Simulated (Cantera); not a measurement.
Feed: 1 mol Si, a varied amount of HF, 7.2 mol H2, equilibrated at 652 °C and 29.0 mbar.

Method: chemical equilibrium by Gibbs-energy minimisation in Cantera with the NASA 1993 tables (ideal gas, pure condensed phases). Candidate condensed phases: Si; 25 gas species. Rates play no part.

### Question
Which condensed phases are stable at each of these points (n(HF) (mol)): 1, 1.3, 1.6, 2, 2.5, 3, 3.8, 4.7, 5.8, 7.3?

### Answer
```json
[
 {"n(HF) (mol)": "1", "condensed phases": "Si(s)", "Si condensed (%)": "74.4"},
 {"n(HF) (mol)": "1.3", "condensed phases": "Si(s)", "Si condensed (%)": "66.8"},
 {"n(HF) (mol)": "1.6", "condensed phases": "Si(s)", "Si condensed (%)": "59.1"},
 {"n(HF) (mol)": "2", "condensed phases": "Si(s)", "Si condensed (%)": "49.0"},
 {"n(HF) (mol)": "2.5", "condensed phases": "Si(s)", "Si condensed (%)": "36.3"},
 {"n(HF) (mol)": "3", "condensed phases": "Si(s)", "Si condensed (%)": "23.6"},
 {"n(HF) (mol)": "3.8", "condensed phases": "Si(s)", "Si condensed (%)": "3.3"},
 {"n(HF) (mol)": "4.7", "condensed phases": "gas only", "Si condensed (%)": "0.0"},
 {"n(HF) (mol)": "5.8", "condensed phases": "gas only", "Si condensed (%)": "0.0"},
 {"n(HF) (mol)": "7.3", "condensed phases": "gas only", "Si condensed (%)": "0.0"}
]
```

From 1 mol HF to 3.8 mol HF the condensed part is Si(s). From 4.7 mol HF to 7.3 mol HF nothing is condensed.
